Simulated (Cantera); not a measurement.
Charge: 1 mol SiF4, 0.69 mol NO, 180 mol N2, at 627 °C and 1.33 mbar.

Cantera equilibrium calculation (NASA polynomials, part measured and part estimated; ideal gas, pure solids and liquids). Candidate condensed phases: Si, SiO2, Si2N2O, Si3N4; 28 gas species. The numbers say what is thermodynamically allowed, not how fast it happens.

Base state: N2 0.993, SiF4 0.00550, O2 0.00190 (mole fractions); condensed: gas only.

**Question.** What changes in the equilibrium state with this change: NO from 0.69 to 1.6 mol?

**Answer.** 
```tsv
species	before	after
N2	0.993	0.990
SiF4	0.00550	0.00548
O2	0.00190	0.00438
```

**Question.** What changes in the equilibrium state with this change: NO from 0.69 to 2.9 mol?

**Answer.** 
```json
[
 {"species": "N2", "before": "0.993", "after": "0.987"},
 {"species": "O2", "before": "0.00190", "after": "0.00788"},
 {"species": "SiF4", "before": "0.00550", "after": "0.00544"}
]
```

**Question.** What changes in the equilibrium state with this change: SiF4 replaced by SiH4?

**Answer.** 
| species | before | after |
|---|---|---|
| N2 | 0.993 | 0.989 |
| H2 | 0 | 0.0110 |
| SiF4 | 0.00550 | 0 |
| O2 | 0.00190 | <1e-9 |
| SiO2(β-quartz), mol | 0 | 0.127 |
| Si2N2O(s), mol | 0 | 0.437 |
Further candidate phases: H2O.
